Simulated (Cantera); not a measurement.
Input: 1 mol Cr, 0.52 mol N₂O, 39 mol H₂, held at 2.10 bar.

These are equilibrium values from Cantera (NASA tables, ideal gas, pure condensed phases), not measurements of a reactor. Candidate condensed phases: Cr, CrN, Cr₂N, Cr₂O₃, H₂O; 29 gas species. Mutual solubility and eutectic melting of coexisting phases are not modelled. Kinetics and transport are ignored.

**Question.** What share of the Cr ends up in condensed phases as a function of T (K), at 1300, 1400, 1500, 1600, 1700, 1800, 1900, 2000, 2100, 2200, 2300, 2400, 2500, 2600?

**Answer.** 
```json
[
 {"T (K)": "1300", "Cr condensed (%)": "100.0", "as": "Cr₂N(s) + Cr₂O₃(s)"},
 {"T (K)": "1400", "Cr condensed (%)": "100.0", "as": "Cr₂N(s) + Cr₂O₃(s)"},
 {"T (K)": "1500", "Cr condensed (%)": "100.0", "as": "Cr(s) + Cr₂O₃(s)"},
 {"T (K)": "1600", "Cr condensed (%)": "100.0", "as": "Cr(s) + Cr₂O₃(s)"},
 {"T (K)": "1700", "Cr condensed (%)": "100.0", "as": "Cr(s) + Cr₂O₃(s)"},
 {"T (K)": "1800", "Cr condensed (%)": "99.8", "as": "Cr(s) + Cr₂O₃(s)"},
 {"T (K)": "1900", "Cr condensed (%)": "99.3", "as": "Cr(s) + Cr₂O₃(s)"},
 {"T (K)": "2000", "Cr condensed (%)": "97.8", "as": "Cr(s)"},
 {"T (K)": "2100", "Cr condensed (%)": "93.7", "as": "Cr(s)"},
 {"T (K)": "2200", "Cr condensed (%)": "84.0", "as": "Cr(l)"},
 {"T (K)": "2300", "Cr condensed (%)": "63.2", "as": "Cr(l)"},
 {"T (K)": "2400", "Cr condensed (%)": "20.6", "as": "Cr(l)"},
 {"T (K)": "2500", "Cr condensed (%)": "0.0", "as": "-"},
 {"T (K)": "2600", "Cr condensed (%)": "0.0", "as": "-"}
]
```
